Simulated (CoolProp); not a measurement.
A single-stage vapour-compression cycle with hydrogen chloride: evaporating at 201.15 K (dew point), condensing at 248.15 K (bubble point), superheat 10 K, subcooling 8 K, compressor efficiency 0.7, no pressure losses. Each further row changes one setting.

Values from CoolProp's reference Helmholtz-energy equation of state, Thol 2018.

```tsv
case	cooling COP	pressure ratio	discharge temperature (K)	refrigerating effect (kJ/kg)	volumetric capacity (kJ/m³)
as stated	2.33	6.30	412.5	371	1610
evaporating temperature 206.15 K	2.75	4.96	387.7	374	2030
condensing temperature 243.15 K	2.68	5.37	390.2	380	1650
subcooling 13 K	2.38	6.30	412.5	380	1650
superheat 20 K	2.26	6.30	433.5	380	1570
compressor efficiency 0.6	2.00	6.30	444.4	371	1610
```
